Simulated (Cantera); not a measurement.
## Premixed flame

A freely propagating, adiabatic, planar premixed flame of 6.86 % CH₄, 0.494 % H₂, 14.4 % O₂, 57.6 % N₂, 20.6 % H₂O, equivalence ratio 0.97, unburnt at 523 K and 0.720 bar; multicomponent transport, grid criteria slope 0.08 and curve 0.16, no radiation.

Computed with Cantera and GRI-Mech 3.0 (53 species, 325 reactions). Burning velocities carry a grid error of a few per cent, more on coarse grids.

| z (mm) | T (K) | u (m/s) | x CH₄ | x H₂ | x O₂ | x HO₂ | x H | x NO |
|---|---|---|---|---|---|---|---|---|
| -3.08 | 523 | 0.411 | 0.0686 | 0.00555 | 0.144 | 4.39e-8 | <1e-8 | <1e-8 |
| -2.05 | 527 | 0.414 | 0.0683 | 0.00662 | 0.144 | 5.70e-7 | <1e-8 | <1e-8 |
| -1.54 | 539 | 0.424 | 0.0677 | 0.00783 | 0.143 | 2.64e-6 | <1e-8 | <1e-8 |
| -1.03 | 608 | 0.480 | 0.0641 | 0.0101 | 0.138 | 1.75e-5 | <1e-8 | 5.87e-8 |
| -0.513 | 935 | 0.745 | 0.0455 | 0.0136 | 0.111 | 8.09e-5 | 1.11e-5 | 7.47e-7 |
| -0.257 | 1259 | 1.01 | 0.0248 | 0.0155 | 0.0794 | 9.37e-5 | 0.000163 | 1.82e-6 |
| 0 | 1575 | 1.26 | 0.00463 | 0.0153 | 0.0411 | 5.08e-5 | 0.00142 | 3.54e-6 |
| 0.257 | 1698 | 1.35 | 0.000140 | 0.0121 | 0.0221 | 1.12e-5 | 0.00289 | 5.49e-6 |
| 0.513 | 1746 | 1.39 | 2.11e-6 | 0.0108 | 0.0169 | 7.17e-6 | 0.00285 | 6.46e-6 |
| 1.03 | 1802 | 1.43 | <1e-8 | 0.00932 | 0.0136 | 4.79e-6 | 0.00203 | 7.29e-6 |
| 2.05 | 1857 | 1.47 | <1e-8 | 0.00704 | 0.0108 | 2.82e-6 | 0.00112 | 8.08e-6 |
| 4.11 | 1900 | 1.50 | <1e-8 | 0.00473 | 0.00850 | 1.48e-6 | 0.000521 | 8.96e-6 |
| 8.21 | 1929 | 1.52 | <1e-8 | 0.00298 | 0.00691 | 7.49e-7 | 0.000228 | 9.94e-6 |
x: mole fraction of selected species; z is measured from the peak of heat release.

```json
{
  "laminar_burning_velocity": "41.0 cm/s",
  "thermal_thickness": "1.03 mm",
  "peak x(HO₂)": "9.38e-5",
  "peak x(H)": "0.00299",
  "grid_points": "136"
}
```
